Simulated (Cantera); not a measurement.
An isothermal, constant-pressure homogeneous reactor starts with H2 : O2 = 0.05 : 1 (molar parts), equivalence ratio 0.025, at 1075 K and 10.00 Torr.

Computed with Cantera and the H2/O2 subset of GRI-Mech 3.0, which has no nitrogen chemistry. Radical loss at walls, strong at low pressure, is not modelled. The temperature is held fixed by assumption; the heat of reaction is taken as removed at once.

x: mole fraction; the columns are a selection and need not sum to one.

| t (s) | x H2 | x O2 | x H2O | x H | x OH | x HO2 | x O |
|---|---|---|---|---|---|---|---|
| 0.000400 | 0.0476 | 0.952 | 1.75e-9 | 1.16e-9 | 1.06e-9 | ___ | 1.77e-9 |
| 0.000815 | 0.0476 | 0.952 | 1.74e-8 | 6.98e-9 | 7.04e-9 | ___ | 1.27e-8 |
| 0.00166 | 0.0476 | 0.952 | 6.64e-7 | 2.31e-7 | 2.37e-7 | ___ | 4.34e-7 |
| 0.00338 | 0.0466 | 0.952 | 0.000773 | 0.000270 | 0.000266 | ___ | 0.000494 |
| 0.00688 | 0.00159 | 0.922 | 0.0400 | 0.00974 | 0.00268 | ___ | 0.0237 |
| 0.0140 | 0.000631 | 0.929 | 0.0439 | 0.00533 | 0.00181 | ___ | 0.0195 |
| 0.0285 | 0.000371 | 0.938 | 0.0462 | 0.00234 | 0.00138 | ___ | 0.0114 |
| 0.0581 | 0.000157 | 0.946 | 0.0477 | 0.000633 | 0.000891 | ___ | 0.00481 |
| 0.118 | 4.93e-5 | 0.949 | 0.0484 | 0.000111 | 0.000497 | ___ | 0.00152 |
| 0.241 | 1.30e-5 | 0.951 | 0.0486 | 1.55e-5 | 0.000258 | ___ | 0.000410 |
| 0.491 | 3.36e-6 | 0.951 | 0.0487 | 2.11e-6 | 0.000133 | ___ | 0.000108 |
| 1.00 | 9.26e-7 | 0.951 | 0.0487 | 3.19e-7 | 7.09e-5 | ___ | 3.06e-5 |

Problem. What belongs in the gaps?

Solution. 
- 0.000400, x HO2: 1.20e-9
- 0.000815, x HO2: 2.54e-9
- 0.00166, x HO2: 9.37e-9
- 0.00338, x HO2: 2.80e-6
- 0.00688, x HO2: 5.49e-6
- 0.0140, x HO2: 4.83e-6
- 0.0285, x HO2: 4.23e-6
- 0.0581, x HO2: 3.19e-6
- 0.118, x HO2: 1.93e-6
- 0.241, x HO2: 9.29e-7
- 0.491, x HO2: 3.76e-7
- 1.00, x HO2: 1.40e-7
